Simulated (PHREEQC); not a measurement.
Make-up at 58 °C: 130 mmol/kgw CuSO4, 24 mmol/kgw H2SO4 and 0.67 mmol/kgw FeCl3. Closed to the air; pH follows from the charge balance.

Computed with PHREEQC (ion-association model, wateq4f.dat).

| quantity | before | after |
|---|---|---|
| pH | 2.06 | 2.24 |
| ionic strength (mol/kgw) | 0.275 | 0.273 |
| HSO4- (mol/kgw) | 0.0367 | 0.0406 |
| Cl- (mol/kgw) | 0.00165 | 0.00136 |
| FeSO4+ (mol/kgw) | 0.000458 | 0.000432 |
| SI of Goethite (FeOOH) | +2.29 | +3.28 |
| SI of Hematite (Fe2O3) | +6.72 | +8.79 |

Problem. Which change was made?
A. temperature from 58 to 40 °C
B. H2SO4 from 0.024 to 0.12 mol/kgw
C. temperature from 58 to 80 °C
D. H2SO4 replaced by K2SO4 at the same molality
E. CuSO4 from 0.13 to 0.195 mol/kgw

Solution. C, temperature from 58 to 80 °C

This is a speciation only: nothing precipitates in the calculation. Some of these states are supersaturated (in Hematite (slow to form), Goethite (slow to form), for instance). Away from 25 °C the constants follow the database's enthalpies or fits; those with neither stay at their 25 °C values.
